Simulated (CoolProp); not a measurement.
Computed with CoolProp (reference Helmholtz-energy equation of state, Lemmon 2016).

### Question
For R227EA, give the phase and the cp (kJ/(kg K)), Joule-Thomson coefficient (K/MPa) at 189.4 K and 0.16 MPa; 201.8 K and 0.0464 MPa; 474.3 K and 0.0614 MPa.

### Answer
- 189.4 K and 0.16 MPa: liquid; cp 0.973, Joule-Thomson coefficient -0.401
- 201.8 K and 0.0464 MPa: liquid; cp 0.990, Joule-Thomson coefficient -0.382
- 474.3 K and 0.0614 MPa: gas; cp 1.03, Joule-Thomson coefficient 4.41
